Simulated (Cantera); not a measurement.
## Low-pressure radical oxidation in H2/O2

An isothermal, constant-pressure homogeneous reactor starts with 0.951 % H₂, 99.0 % O₂, at 1373 K and 0.0263 atm.

Model: GRI-Mech 3.0 (53 species, 325 reactions), integrated in Cantera. Radical loss at walls, strong at low pressure, is not modelled.

```
t (s)        x H₂   x O₂       x H    x H₂O₂     x H₂O    x HO₂      x OH
--------  -------  -----  --------  --------  --------  -------  --------
2.00e-5   0.00951  0.990   2.88e-9    <1e-12  1.84e-10  6.02e-9   3.26e-9
4.85e-5   0.00951  0.990   4.10e-9  2.03e-12   1.74e-9  1.46e-8   1.17e-8
0.000118  0.00951  0.990   6.97e-9  1.16e-11   1.44e-8  3.54e-8   3.89e-8
0.000285  0.00951  0.990   2.07e-8  6.38e-11   1.31e-7  8.59e-8   1.68e-7
0.000691  0.00951  0.990   2.18e-7  3.24e-10   2.46e-6  2.11e-7   2.01e-6
0.00168   0.00864  0.990   5.07e-5   5.15e-9  0.000623  9.65e-7  0.000447
0.00406   5.00e-5  0.982  0.000278   2.26e-8   0.00870  8.90e-7   0.00124
0.00985   3.39e-5  0.982  0.000245   2.04e-8   0.00878  8.32e-7   0.00115
0.0239    3.00e-5  0.983  0.000202   1.97e-8   0.00885  7.81e-7   0.00108
0.0579    2.28e-5  0.985  0.000132   1.80e-8   0.00897  6.75e-7  0.000943
0.140     1.32e-5  0.987   5.71e-5   1.46e-8   0.00914  4.98e-7  0.000718
0.340     5.24e-6  0.989   1.41e-5   9.50e-9   0.00931  2.85e-7  0.000454
0.825     1.50e-6  0.990   2.14e-6   4.60e-9   0.00943  1.23e-7  0.000243
2.00      3.66e-7  0.990   2.57e-7   1.70e-9   0.00949  4.61e-8  0.000120
```
x: mole fraction; the columns are a selection and need not sum to one.

Equilibrium at this temperature and pressure: H₂ 1.75e-8, O₂ 0.990, H 2.72e-9, H₂O₂ 1.44e-10, H₂O 0.00954, HO₂ 2.88e-8, OH 2.64e-5 (gas phase only).
